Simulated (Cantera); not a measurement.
A perfectly stirred reactor is fed with H2 : O2 : N2 : H2O = 1 : 0.595 : 2.24 : 0.21 (molar parts), equivalence ratio 0.84, at 0.987 atm; it is adiabatic with a 798 K inlet, and is followed from long to short residence time, starting on the burning branch (τ in s: 0.059, 0.032, 0.017, 0.0093, 0.005, 0.0027, 0.0015, 0.00079, 0.00042, 0.00023, 0.00012, 6.7e-05).

Cantera simulation using GRI-Mech 3.0 (53 species, 325 reactions); the numbers are that mechanism's predictions, not measurements.

| quantity | before | after |
|---|---|---|
| blow-out, bracketed by the residence times tried | burning at 67.0 µs, the shortest tried | burning at 67.0 µs, the shortest tried |
| x(H2) at τ = 59.0 ms | 0.00876 | 0.00366 |
| x(O2) at τ = 59.0 ms | 0.0252 | 0.0232 |
| x(H2O) at τ = 59.0 ms | 0.322 | 0.332 |
| x(HO2) at τ = 59.0 ms | 4.31e-6 | 8.72e-6 |
| x(N2O) at τ = 59.0 ms | 2.86e-7 | 1.08e-6 |
| x(H2) at τ = 1.50 ms | 0.0167 | 0.00403 |
| x(O2) at τ = 1.50 ms | 0.0298 | 0.0253 |
| x(H2O) at τ = 1.50 ms | 0.307 | 0.331 |
| x(HO2) at τ = 1.50 ms | 5.87e-6 | 9.92e-6 |
| x(N2O) at τ = 1.50 ms | 1.83e-7 | 1.07e-6 |

Question: Which change was made?
A) pressure from 0.987 atm to 10.9 atm
B) inlet temperature 798 to 448 K
C) N2 2.24 to 3.5 parts
D) inlet temperature 798 to 550 K

Answer: A, pressure from 0.987 atm to 10.9 atm
